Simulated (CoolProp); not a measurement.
Saturation properties of hexamethyldisiloxane (MM) (Tc = 518.7 K, pc = 1.931 MPa, ω = 0.418).

Values from CoolProp's reference Helmholtz-energy equation of state, Thol 2016.

```csv
T (K),p (MPa),vapour density (kg/m³),enthalpy of vaporisation (kJ/kg),liquid cp (kJ/(kg K))
307.9,___,0.5752,224.5,1.925
317.5,0.01382,___,220.1,1.951
327.1,0.02063,1.258,215.6,1.978
336.6,0.02984,___,211.2,2.005
346.2,0.04225,2.468,206.6,2.033
355.8,0.05845,3.353,201.8,2.061
365.4,___,4.472,197.0,2.090
374.9,0.1050,5.852,192.1,2.119
384.5,0.1373,7.570,186.9,2.150
394.1,0.1768,9.670,181.5,___
403.7,0.2245,12.22,175.9,2.214
413.2,0.2807,15.25,___,2.248
422.8,0.3478,___,163.8,2.284
```

Complete the blanks.


- 307.9, p (MPa): 0.008966
- 317.5, vapour density (kg/m³): 0.8632
- 336.6, vapour density (kg/m³): 1.779
- 365.4, p (MPa): 0.07921
- 394.1, liquid cp (kJ/(kg K)): 2.181
- 413.2, enthalpy of vaporisation (kJ/kg): 170.0
- 422.8, vapour density (kg/m³): 18.94

It boils at 373.7 K under 1 atm.
